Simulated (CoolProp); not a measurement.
Toluene along the isotherm 458.3 K: Z from the reference equation and from simpler models built on Tc = 591.7 K, pc = 4.126 MPa, ω = 0.266; each cubic takes its own stable root.

Model: reference Helmholtz-energy equation of state, Lemmon 2006, in CoolProp. It is a short technical equation, of lower accuracy than the large ones.

```
p (MPa)   phase  reference  van der Waals  Soave-Redlich-Kwong  Peng-Robinson
-------  ------  ---------  -------------  -------------------  -------------
0.188       gas     0.9595         0.9747               0.9643         0.9622
0.375       gas     0.9158         0.9483               0.9265         0.9222
0.75     liquid    0.02606         0.8905              0.02954        0.02604
0.938    liquid    0.03257         0.8584              0.03690        0.03253
1.13     liquid    0.03920         0.8226              0.04438        0.03914
1.31     liquid    0.04541         0.7855              0.05139        0.04533
1.5      liquid    0.05196        0.08820              0.05876        0.05184
1.69     liquid    0.05850        0.09902              0.06611        0.05833
1.88     liquid    0.06503         0.1098              0.07345        0.06482
2.06     liquid    0.07120         0.1199              0.08038        0.07095
```

At some of these states van der Waals gives the other phase, because its saturation line lies elsewhere.
